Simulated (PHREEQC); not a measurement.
## Copper plating or etch bath

Make-up at 90 °C: 0.0064 mol Cu(NO3)2, 0.15 mol H2SO4 and 0.0059 mol Na2SO4 per kg of water. Closed to the air; pH follows from the charge balance.

Model: ion-association model, phreeqc.dat, run in PHREEQC.

The pH is 0.93, the ionic strength is 0.187 mol/kgw and the activity of water is 0.994. The specific conductance comes out as 138000 µS/cm and the density is 0.975 g/cm³. The total alkalinity is -300 meq/kg.

```csv
species,molality,activity,log γ
H+,0.152,0.118,-0.109
HSO4-,0.148,0.107,-0.144
NO3-,0.0128,0.00855,-0.175
Na+,0.0117,0.00839,-0.143
SO4-2,0.00660,0.00170,-0.590
Cu+2,0.00562,0.00163,-0.537
CuSO4,0.000782,0.000816,0.019
NaSO4-,0.000139,0.000100,-0.141
```

This is a speciation only: nothing precipitates in the calculation. Complexes and solids missing from the database can't appear. At this temperature some constants are extrapolated from 25 °C, and those without enthalpy data are left unchanged.
